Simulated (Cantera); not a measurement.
A perfectly stirred reactor is fed with 5.00 % NH3, 95.0 % H2, at 180000 Pa; it is held at 2275 K, and followed from long to short residence time.

Cantera simulation using the gas-phase N/H chemistry of the illustrative SiF4/NH3 mechanism in the Surface Chemkin manual (1991); the numbers are that mechanism's predictions, not measurements. Walls and surfaces, which speed up NH3 decomposition in real reactors, are not modelled.

Problem. Predict: x(NH3) at τ = 3.80 s; x(H2) at τ = 3.80 s; x(N) at τ = 3.80 s; x(NH) at τ = 3.80 s; x(NH3) at τ = 0.130 s; x(H2) at τ = 0.130 s; x(N) at τ = 0.130 s; x(NH) at τ = 0.130 s; x(N2H2) at τ = 0.130 s.

Solution. 
- x(NH3) at τ = 3.80 s: 0.000368
- x(H2) at τ = 3.80 s: 0.970
- x(N) at τ = 3.80 s: 3.47e-7
- x(NH) at τ = 3.80 s: 1.09e-6
- x(NH3) at τ = 0.130 s: 0.00205
- x(H2) at τ = 0.130 s: 0.969
- x(N) at τ = 0.130 s: 1.77e-6
- x(NH) at τ = 0.130 s: 5.75e-6
- x(N2H2) at τ = 0.130 s: 6.68e-9
